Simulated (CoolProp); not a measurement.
Saturation properties of ethylene.

Computed with CoolProp (reference Helmholtz-energy equation of state, Smukala 2000).

| T (K) | p (MPa) | liquid density (kg/m³) | vapour density (kg/m³) | liquid cp (kJ/(kg K)) | surface tension (mN/m) |
|---|---|---|---|---|---|
| 220.2 | 0.9631 | 486.3 | 17.57 | 2.703 | 8.12 |
| 224.2 | 1.099 | 478.8 | 20.06 | 2.753 | 7.51 |
| 228.2 | 1.248 | 471.0 | 22.83 | 2.811 | 6.91 |
| 232.2 | 1.411 | 462.9 | 25.93 | 2.878 | 6.32 |
| 236.2 | 1.589 | 454.5 | 29.39 | 2.956 | 5.73 |
| 240.2 | 1.783 | 445.7 | 33.27 | 3.048 | 5.15 |
| 244.2 | 1.993 | 436.4 | 37.63 | 3.158 | 4.59 |
| 248.3 | 2.227 | 426.4 | 42.68 | 3.296 | 4.01 |
| 252.3 | 2.474 | 415.9 | 48.28 | 3.464 | 3.47 |
| 256.3 | 2.739 | 404.7 | 54.70 | 3.681 | 2.93 |
| 260.3 | 3.026 | 392.5 | 62.14 | 3.971 | 2.41 |
| 264.3 | 3.334 | 379.0 | 70.92 | 4.382 | 1.91 |
| 268.3 | 3.664 | 363.7 | 81.53 | 5.018 | 1.43 |

It boils at 169.4 K under 1 atm.

Surface tension comes from a separate correlation (Mulero 2012).
